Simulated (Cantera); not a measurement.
Input (Python, Cantera):

```python
import numpy as np
import cantera as ct

gas = ct.Solution("gri30.yaml", transport_model="multicomponent")
show = ['CH3', 'H2', 'O']

rows = []
print(f"{'T/K':>7s}{'rho':>11s}{'cp':>10s}{'mu':>11s}{'lambda':>11s}{'Pr':>7s}" + "".join(f"{'D_' + s:>11s}" for s in show))
for T in [400, 550, 700, 850, 1000, 1150, 1300, 1450, 1600]:
    gas.TPX = T, 500000, {'NH3': 0.93}
    Pr = gas.cp_mass * gas.viscosity / gas.thermal_conductivity
    D = [gas.mix_diff_coeffs_mole[gas.species_index(s)] for s in show]
    rows.append([gas.density, gas.cp_mass, gas.viscosity, gas.thermal_conductivity, Pr, *D])
    print(f"{T:7g}{gas.density:11.4e}{gas.cp_mass:10.1f}{gas.viscosity:11.4e}"
          f"{gas.thermal_conductivity:11.4e}{Pr:7.3f}" + "".join(f"{d:11.4e}" for d in D))
print("SI units: kg/m3, J/kg/K, Pa s, W/m/K, m2/s")
```

Output:

```
    T/K        rho        cp         mu     lambda     Pr      D_CH3       D_H2        D_O
    400 2.5604e+00    2269.4 1.3919e-05 4.4202e-02  0.715 7.9270e-06 2.7387e-05 1.2224e-05
    550 1.8621e+00    2565.0 1.9185e-05 6.8690e-02  0.716 1.4373e-05 4.7934e-05 2.1742e-05
    700 1.4631e+00    2844.4 2.4262e-05 9.5939e-02  0.719 2.2247e-05 7.2609e-05 3.3245e-05
    850 1.2049e+00    3086.6 2.9080e-05 1.2432e-01  0.722 3.1395e-05 1.0103e-04 4.6535e-05
   1000 1.0242e+00    3319.2 3.3637e-05 1.5412e-01  0.724 4.1708e-05 1.3293e-04 6.1472e-05
   1150 8.9059e-01    3518.2 3.7947e-05 1.8383e-01  0.726 5.3102e-05 1.6811e-04 7.7951e-05
   1300 7.8783e-01    3695.1 4.2034e-05 2.1345e-01  0.728 6.5517e-05 2.0640e-04 9.5891e-05
   1450 7.0633e-01    3851.7 4.5922e-05 2.4273e-01  0.729 7.8900e-05 2.4766e-04 1.1522e-04
   1600 6.4011e-01    3989.7 4.9632e-05 2.7144e-01  0.729 9.3214e-05 2.9180e-04 1.3590e-04
SI units: kg/m3, J/kg/K, Pa s, W/m/K, m2/s
```

Detailed kinetics in Cantera: GRI-Mech 3.0 (53 species, 325 reactions). Polar gases are described roughly by these parameters. The composition is frozen, though it would react at the higher temperatures.
